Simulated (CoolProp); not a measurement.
Vapour-liquid equilibrium of n-hexane (1) + ethylbenzene (2) at 0.00334 MPa; x and y are mole fractions of (1).

Computed with CoolProp (multi-fluid Helmholtz-energy mixture model, Thol 2019 and Zhou 2012; pair parameters Bell 2016).

Q: Give the bubble temperature and the first vapour's composition at x = 0.05, 0.5, 0.65. Is there an azeotrope?

A: x = 0.05: 302.3 K, y = 0.538; x = 0.5: 271.9 K, y = 0.959; x = 0.65: 268.6 K, y = 0.975. No azeotrope shows between x = 0.05 and 0.95.

The pair parameters rest on a limited set of measurements; away from them the model extrapolates.
